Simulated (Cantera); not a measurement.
What does this Cantera script print?

```python
import numpy as np
import cantera as ct

gas_names = [...]  # 75 gases of nasa_gas.yaml made of B, Cl, F, H, N, O
cond_names = """
    B(b) B(L) BN(s) B2O3(L) B3O3H3(cr) H2O(s) H2O(L) NH4CL(a) NH4CL(b)
""".split()


# ... load() reads the species with a 1 bar reference pressure and builds the phases ...
atoms = {
    'B2O3': {'B': 2, 'O': 3},
    'HCl': {'H': 1, 'CL': 1},
    'H2': {'H': 2},
    'NF3': {'N': 1, 'F': 3},
}
top_T = {'BN(s)': 3200}  # K; cautious upper limits of use, not melting points


# ... equilibrate(T, P, feed) seeds the gas with the atoms and calls Mixture.equilibrate('TP', solver="vcs", rtol=1e-11, max_steps=5000) ...
results = []
feed = {'B2O3': 1, 'HCl': 22, 'H2': 33, 'NF3': 3.9}  # mol
P = 2.6  # Pa
for T in [875, 975, 1075, 1175, 1275, 1375, 1475, 1575, 1675, 1775, 1875]:
    mix = equilibrate(T, P, feed)
    results.append((T, P, feed, dict(zip(mix.species_names, mix.species_moles))))

top = {s: max(r[3][s] / sum(r[3][g] for g in gas_names) for r in results) for s in gas_names}
cols = sorted((s for s in top if top[s] > 1e-05), key=lambda s: -top[s])[:5]
seen = [c for c in cond_names if any(r[3].get(c, 0) > 1e-12 for r in results)]
print("log10 of partial pressures in bar; condensed amounts in mol")
print(f"{'T/K':>10s}" + "".join(f"{s[:9]:>10s}" for s in cols + seen))
for T, P, feed, n in results:
    ng = sum(n[g] for g in gas_names)
    print(f"{T:10.4g}" + "".join(f"{np.log10(max(n[s] / ng * P / 1e5, 1e-99)):10.3f}" for s in cols)
          + "".join(f"{n.get(c, 0):10.4g}" for c in seen))
```

Output:

```
log10 of partial pressures in bar; condensed amounts in mol
       T/K        H2       HCL        HF         H        CL
       875    -4.943    -5.035    -5.563   -12.771   -12.867
       975    -4.947    -5.038    -5.511   -11.415   -11.533
      1075    -4.953    -5.044    -5.442   -10.310   -10.445
      1175    -4.955    -5.047    -5.409    -9.389    -9.539
      1275    -4.956    -5.047    -5.402    -8.610    -8.773
      1375    -4.956    -5.048    -5.401    -7.943    -8.117
      1475    -4.957    -5.049    -5.401    -7.366    -7.549
      1575    -4.959    -5.054    -5.402    -6.861    -7.055
      1675    -4.964    -5.064    -5.405    -6.417    -6.625
      1775    -4.977    -5.089    -5.412    -6.027    -6.254
      1875    -5.004    -5.139    -5.426    -5.685    -5.941
```

Cantera equilibrium calculation (NASA polynomials, part measured and part estimated; ideal gas, pure solids and liquids). The tables' values for BOCl are old estimates; treat these amounts as uncertain.
